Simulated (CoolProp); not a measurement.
Values from CoolProp's reference Helmholtz-energy equation of state, Akasaka 2023.

Q: For R1336mzz(E), give the phase and the cv (kJ/(kg K)), speed of sound (m/s), Joule-Thomson coefficient (K/MPa) at 251.7 K and 25.6 bar; 302.2 K and 25.6 bar; 342.7 K and 25.6 bar.

A: 
- 251.7 K and 25.6 bar: liquid; cv 0.861, speed of sound 800, Joule-Thomson coefficient -0.330
- 302.2 K and 25.6 bar: liquid; cv 0.883, speed of sound 569, Joule-Thomson coefficient -0.195
- 342.7 K and 25.6 bar: liquid; cv 0.905, speed of sound 389, Joule-Thomson coefficient 0.0966
